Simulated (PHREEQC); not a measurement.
A solution holds 0.17 mol NaOH, 0.075 mol Na2CO3 and 0.054 mol H2SO4 per kg of water, at 20 °C. Closed to the air; pH follows from the charge balance.

Computed with PHREEQC (ion-association model, phreeqc.dat).

Problem. The ionic strength comes out as 0.348 mol/kgw. What activity coefficients do NaSO4-, OH-, SO4-2, NaCO3-, Na+ get?

Solution. NaSO4- 0.71, OH- 0.66, SO4-2 0.24, NaCO3- 0.73, Na+ 0.73.

No solid was allowed to form.
